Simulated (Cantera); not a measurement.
An isothermal plug-flow reactor at 1250 K and 5.00 bar (inlet), inlet velocity 0.74 m/s, active area per volume 360 1/m; feed 0.772 % CH4, 20.0 % O2, 79.2 % N2.

Model: Deutschmann's 1995 Pt surface mechanism with GRI-Mech 3.0 gas chemistry, integrated in Cantera. Catalytic surfaces can have several steady states; this one follows from the mechanism file's or the stated starting coverage. Mass transfer to the wall is taken as infinitely fast.

x: gas mole fraction; θ: surface coverage.

| z (m) | x CH4 | x O2 | x H2O | x CO2 | x CO | θ free Pt | θ O* | θ OH* |
|---|---|---|---|---|---|---|---|---|
| 3e-05 | 0.00769 | 0.200 | 5.03e-5 | 2.18e-5 | 3.32e-6 | 0.313 | 0.687 | 0.000336 |
| 5.8e-05 | 0.00767 | 0.200 | 9.73e-5 | 4.32e-5 | 5.23e-6 | 0.313 | 0.687 | 0.000371 |
| 0.00011 | 0.00762 | 0.200 | 0.000184 | 8.45e-5 | 7.07e-6 | 0.313 | 0.687 | 0.000427 |
| 0.00022 | 0.00753 | 0.200 | 0.000369 | 0.000174 | 8.15e-6 | 0.313 | 0.686 | 0.000528 |
| 0.00042 | 0.00734 | 0.200 | 0.000712 | 0.000336 | 8.47e-6 | 0.313 | 0.686 | 0.000676 |
| 0.00081 | 0.00692 | 0.199 | 0.00143 | 0.000649 | 1.12e-5 | 0.313 | 0.686 | 0.000911 |
| 0.0016 | (withheld) | 0.195 | (withheld) | (withheld) | (withheld) | 0.315 | 0.683 | (withheld) |
| 0.003 | (withheld) | 0.188 | (withheld) | (withheld) | (withheld) | 0.315 | 0.682 | (withheld) |

Question: Fill in the missing entries.

Answer: 
- 0.0016, x CH4: 0.00446
- 0.0016, x H2O: 0.00545
- 0.0016, x CO2: 0.00215
- 0.0016, x CO: 0.000257
- 0.0016, θ OH*: 0.00172
- 0.003, x CH4: 0.00124
- 0.003, x H2O: 0.0125
- 0.003, x CO2: 0.00599
- 0.003, x CO: 5.46e-5
- 0.003, θ OH*: 0.00257
